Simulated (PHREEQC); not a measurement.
A solution holds 8.8e-05 mol/kgw H2SiF6, 0.081 mol/kgw HBF4 and 0.33 mol/kgw HNO3, at 2.3 °C. Closed to the air; pH follows from the charge balance.

All values are PHREEQC results (ion-association model, wateq4f.dat), not measurements.

The ionic strength comes out as 0.409 mol/kgw. What activity coefficients do SiF6-2, NO3-, H+, BF2(OH)2-, F- get?

SiF6-2 0.24, NO3- 0.64, H+ 0.78, BF2(OH)2- 0.62, F- 0.66.

No solid was allowed to form. Constants without temperature data keep their 25 °C values here. SiF6-2 is the database's only silicon fluoride. Real BF4- forms and hydrolyses slowly; the run takes it at equilibrium.
